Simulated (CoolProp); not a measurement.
A simple Rankine cycle with n-butane: condensing at 311.15 K, boiler at 1.7 MPa, turbine inlet 383.7 K, turbine efficiency 0.65, pump efficiency 0.8, no recuperator. Each further row changes one setting.

Values from CoolProp's reference Helmholtz-energy equation of state, Bücker 2006.

```tsv
case	thermal efficiency (%)	net work (kJ/kg)	heat in (kJ/kg)	turbine exit temperature (K)	volume ratio over the turbine
as stated	9.0	40.2	446	341.2	5.43
turbine inlet 403.7 K	9.0	44.7	497	364.6	5.18
condensing temperature 303.15 K	10.0	46.6	466	336.6	6.86
boiler pressure 1.19 MPa	7.3	34.2	467	354.8	3.50
turbine efficiency 0.55	7.5	33.6	446	344.6	5.50
```
